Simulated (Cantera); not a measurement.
A closed system holds: 1 mol SiH4, 6.3 mol NH3, 26 mol N2, equilibrated at 0.140 bar.

These are equilibrium values from Cantera (NASA tables, ideal gas, pure condensed phases), not measurements of a reactor. Candidate condensed phases: Si, Si3N4; 18 gas species. Gases not in the tables: Si2H6 and higher silanes. The numbers say what is thermodynamically allowed, not how fast it happens.

Q: What share of the Si ends up in condensed phases as a function of T (°C), at 1375, 1425, 1475, 1525, 1575, 1625, 1675, 1725, 1775, 1825?

A: 
```json
[
 {"T (°C)": "1375", "Si condensed (%)": "100.0", "as": "Si3N4(s)"},
 {"T (°C)": "1425", "Si condensed (%)": "100.0", "as": "Si3N4(s)"},
 {"T (°C)": "1475", "Si condensed (%)": "100.0", "as": "Si3N4(s)"},
 {"T (°C)": "1525", "Si condensed (%)": "100.0", "as": "Si3N4(s)"},
 {"T (°C)": "1575", "Si condensed (%)": "99.9", "as": "Si3N4(s)"},
 {"T (°C)": "1625", "Si condensed (%)": "99.7", "as": "Si3N4(s)"},
 {"T (°C)": "1675", "Si condensed (%)": "99.1", "as": "Si3N4(s)"},
 {"T (°C)": "1725", "Si condensed (%)": "98.1", "as": "Si(l)"},
 {"T (°C)": "1775", "Si condensed (%)": "96.7", "as": "Si(l)"},
 {"T (°C)": "1825", "Si condensed (%)": "94.6", "as": "Si(l)"}
]
```
